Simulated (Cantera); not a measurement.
Charge: 1 mol Fe2O3, 2 mol C, 0.79 mol N2, held at 1973.15 K.

Equilibrium computed with Cantera from the NASA thermochemical tables; the gas is ideal and each condensed phase is pure. Candidate condensed phases: C, Fe, Fe(CO)5, FeO, Fe2O3, Fe3O4; 27 gas species. Each liquid is taken as pure. Mutual solubility and eutectic melting of coexisting phases are not modelled. The tables' stoichiometric FeO is somewhat more stable than real wüstite, so its field is too wide. FeO: taken at fixed stoichiometry. Rates play no part.

Question: Which condensed phases are stable at each of these points (P (Pa)): 10, 52, 270, 1400, 7200, 37000, 190000, 1000000?

Answer: 
```csv
P (Pa),condensed phases,Fe condensed (%)
10,gas only,0.0
52,FeO(l),34.4
270,Fe(l) + FeO(l),84.4
1400,Fe(l) + FeO(l),97.2
7200,Fe(l) + FeO(l),99.5
37000,Fe(l) + FeO(l),99.9
190000,Fe(l) + FeO(l),100.0
1000000,Fe(l) + FeO(l),100.0
```

At 10.0 Pa nothing is condensed. At 52.0 Pa the condensed part is FeO(l). From 2.70 mbar to 10.0 bar the condensed part is Fe(l) + FeO(l).
